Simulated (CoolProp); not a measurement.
Vapour-liquid equilibrium of methanol (1) + benzene (2) at 96.35 °C; x and y are mole fractions of (1).

The numbers come from the multi-fluid Helmholtz-energy mixture model, de Reuck 1993 and Thol 2012; pair parameters Bell 2016 in CoolProp.

Problem. Give the bubble pressure and the first vapour's composition at x = 0.05, 0.45, 0.75. Is there an azeotrope?

Solution. x = 0.05: 0.2236 MPa, y = 0.271; x = 0.45: 0.3448 MPa, y = 0.602; x = 0.75: 0.3514 MPa, y = 0.718. y crosses x between x = 0.65 and 0.75: the model has an azeotrope there.

Pair parameters are fitted to limited data, so mixtures are less certain than the pure fluids. With so large a gap from Raoult's law the liquid may split in two, which this calculation doesn't test in full.
